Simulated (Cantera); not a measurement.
Input (Python, Cantera):

```python
import numpy as np
import cantera as ct

gas = ct.Solution("gri30.yaml")
gas.TPX = 2000, 300000, {'CH4': 1, 'CO2': 1.8}
reactor = ct.IdealGasConstPressureReactor(gas, energy="off", clone=False)
net = ct.ReactorNet([reactor])
net.rtol, net.atol = 1e-08, 1e-18
show = ['CH4', 'CO2', 'CH2CO', 'H2O', 'H', 'CH2', 'C2H2']
times = np.geomspace(1e-06, 50, 9)

steps = ct.SolutionArray(gas, extra=["t"])
rows = []
print(f"{'t/s':>10s}{'T/K':>9s}{'P/Pa':>11s}" + "".join(f"{s:>11s}" for s in show))
for t in times:
    while net.time < t:
        t_next = net.step()
        steps.append(gas.state, t=t_next)
    rows.append([np.interp(t, steps.t, y) for y in (steps.T, steps.P, *steps(*show).X.T)])
    print(f"{t:10.3e}{rows[-1][0]:9.1f}{rows[-1][1]:11.4g}" + "".join(f"{x:11.3e}" for x in rows[-1][2:]))
rate = np.gradient(steps.T, steps.t)
print("integrator steps:", len(steps.t))
if steps.T.max() > steps.T[0] + 200:
    print(f"time of steepest temperature rise: {steps.t[rate.argmax()]:.4e} s")
gas.TPX = 2000, 300000, {'CH4': 1, 'CO2': 1.8}
gas.equilibrate("TP")
print(f"equilibrium (TP): T = {gas.T:.1f} K  " + "  ".join(f"{s} {gas[s].X[0]:.3e}" for s in show))
```

Result:

```
       t/s      T/K       P/Pa        CH4        CO2      CH2CO        H2O          H        CH2       C2H2
 1.000e-06   2000.0      3e+05  3.552e-01  6.423e-01  4.444e-11  3.531e-05  1.397e-05  3.529e-07  4.150e-08
 9.170e-06   2000.0      3e+05  3.298e-01  6.349e-01  9.393e-08  9.282e-04  7.261e-05  7.663e-06  4.669e-04
 8.409e-05   2000.0      3e+05  1.451e-01  4.998e-01  4.675e-05  4.034e-02  3.068e-04  6.197e-06  6.427e-02
 7.711e-04   2000.0      3e+05  1.731e-02  1.916e-01  2.318e-04  2.370e-01  3.675e-04  5.020e-06  1.011e-01
 7.071e-03   2000.0      3e+05  7.480e-03  7.846e-02  4.382e-05  1.706e-01  4.697e-04  1.172e-06  3.070e-02
 6.484e-02   2000.0      3e+05  1.946e-04  4.730e-02  1.856e-07  1.197e-01  5.110e-04  1.486e-08  7.159e-05
 5.946e-01   2000.0      3e+05  4.646e-08  4.713e-02  3.185e-11  1.195e-01  5.153e-04  3.580e-12  4.394e-11
 5.453e+00   2000.0      3e+05  4.646e-08  4.713e-02  3.185e-11  1.195e-01  5.153e-04  3.580e-12  4.394e-11
 5.000e+01   2000.0      3e+05  4.646e-08  4.713e-02  3.185e-11  1.195e-01  5.153e-04  3.580e-12  4.394e-11
integrator steps: 2087
equilibrium (TP): T = 2000.0 K  CH4 5.163e-08  CO2 4.713e-02  CH2CO 3.534e-11  H2O 1.195e-01  H 5.153e-04  CH2 3.968e-12  C2H2 4.880e-11
```

Computed with Cantera and GRI-Mech 3.0 (53 species, 325 reactions).
